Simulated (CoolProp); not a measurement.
The fluid at 303.51 K and 2.13 MPa flows at 0.18 m/s in a round tube of 50 mm bore and 1.5 µm roughness, fully developed (64/Re and Nu = 3.66 if laminar; Colebrook and Gnielinski if turbulent). The same conditions are run with several fluids, on thermodynamics alone (safety and materials aside).

Values from CoolProp's reference Helmholtz-energy equation of state of each fluid (R236FA: Pan 2012; R236EA: Rui 2013; n-nonane: Lemmon 2006; R152A: Outcalt 1996; isobutane: Bücker 2006).

Question: Rank R236FA, R236EA, n-nonane, R152A, isobutane by Reynolds number, highest first.

Answer: R152A (51600), R236FA (43800), R236EA (34500), isobutane (33400), n-nonane (10200)

| fluid | Darcy friction factor | pressure drop (Pa/m) | heat-transfer coefficient (W/(m² K)) | mass flow (kg/h) |
|---|---|---|---|---|
| R236FA | 0.0216 | 9.46 | 362 | 1720 |
| R236EA | 0.0228 | 10.5 | 351 | 1800 |
| n-nonane | 0.0307 | 7.09 | 240 | 905 |
| R152A | 0.0209 | 6.02 | 451 | 1130 |
| isobutane | 0.0230 | 4.08 | 327 | 697 |

Transport values come from each fluid's own correlations; those of R236FA, R236EA, R152A are estimates that may be off by 10 % or more.
